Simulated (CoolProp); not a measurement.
Vapour-liquid equilibrium of ethanol (1) + n-nonane (2) at 0.767 MPa; x and y are mole fractions of (1).

Computed with CoolProp (multi-fluid Helmholtz-energy mixture model, Schroeder 2014 and Lemmon 2006; pair parameters Bell 2016).

```
x      bubble temperature (°C)  y at the bubble point  dew temperature at overall composition x (°C)  liquid density (mol/L)
-----  -----------------------  ---------------------  ---------------------------------------------  ----------------------
0.05                     215.9                  0.403                                          244.1                   4.350
0.125                    185.7                  0.678                                          238.5                   4.847
0.2                      170.2                  0.779                                          232.7                   5.254
0.275                    161.7                  0.826                                          226.8                   5.645
0.35                     156.5                  0.853                                          220.5                   6.054
0.425                    153.2                  0.869                                          213.9                   6.503
0.5                      150.9                  0.882                                          206.6                   7.014
0.575                    149.1                  0.892                                          198.6                   7.607
0.65                     147.5                  0.903                                          189.5                   8.310
0.725                    146.1                  0.915                                          179.0                   9.157
0.8                      144.6                  0.929                                          166.6                   10.19
0.875                    143.0                  0.948                                          152.2                   11.47
0.95                     141.5                  0.975                                          142.9                   13.09
```

No azeotrope shows between x = 0.05 and 0.95.

Pair parameters are fitted to limited data, so mixtures are less certain than the pure fluids. With so large a gap from Raoult's law the liquid may split in two, which this calculation doesn't test in full.
